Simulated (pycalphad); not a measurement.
An equivalent pycalphad script:

```python
from pycalphad import Database, equilibrium, calculate, variables as v
import numpy as np
db = Database('COST507.tdb')
comps = ['SI', 'SN', 'VA']
phases = ['BCT_A5', 'DIAMOND_A4', 'LIQUID']
eq = equilibrium(db, comps, phases, {v.X('SN'): 0.077, v.T: np.arange(1850, 499, -40), v.P: 101325, v.N: 1}, output=['HM', 'SM'])
```

All values are pycalphad results on the COST 507 light-alloy database (1999) (1 atm), not direct measurements. The data set is of 1999 and partly superseded. Amounts are mole fractions of atoms.

Results at three of the temperatures:

```
T = 1850.00 K, P = 101325 Pa, N = 1 mol of atoms
G = -91636 J/mol, H = 89873 J/mol, S = 98.11 J/(mol K)  (SER reference)
chemical potentials (J/mol): Si -84272, Sn -179909
phase             fraction      x(Si)      x(Sn)
LIQUID              1.0000     0.9230     0.0770
```

```
T = 1650.00 K, P = 101325 Pa, N = 1 mol of atoms
G = -72386 J/mol, H = 64333 J/mol, S = 82.86 J/(mol K)  (SER reference)
chemical potentials (J/mol): Si -65936, Sn -149705
phase             fraction      x(Si)      x(Sn)
LIQUID              0.6044     0.8726     0.1274
DIAMOND_A4          0.3956     1.0000   1.64e-07
```

```
T = 1450.00 K, P = 101325 Pa, N = 1 mol of atoms
G = -59229 J/mol, H = 30743 J/mol, S = 62.05 J/(mol K)  (SER reference)
chemical potentials (J/mol): Si -54069, Sn -121074
phase             fraction      x(Si)      x(Sn)
DIAMOND_A4          0.9137     1.0000   3.04e-07
LIQUID              0.0863     0.1082     0.8918
```

Changes of the phase set, refined by bisection:

```csv
T (K),phases above,phases below
1660.0,LIQUID,DIAMOND_A4 + LIQUID
```

DIAMOND_A4 is diamond (Si).
